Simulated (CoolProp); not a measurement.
Model: reference Helmholtz-energy equation of state, Lemmon 2016, in CoolProp.

Problem. Give the vapour pressure (bar), liquid density (kg/m³), vapour density (kg/m³), enthalpy of vaporisation (kJ/kg) of saturated R227EA at -25.35, -9.05 °C.

Solution. 
```json
[
 {"T (°C)": "-25.35", "p (bar)": "0.675", "liquid density (kg/m³)": "1580", "vapour density (kg/m³)": "5.78", "enthalpy of vaporisation (kJ/kg)": "136"},
 {"T (°C)": "-9.05", "p (bar)": "1.37", "liquid density (kg/m³)": "1520", "vapour density (kg/m³)": "11.3", "enthalpy of vaporisation (kJ/kg)": "129"}
]
```
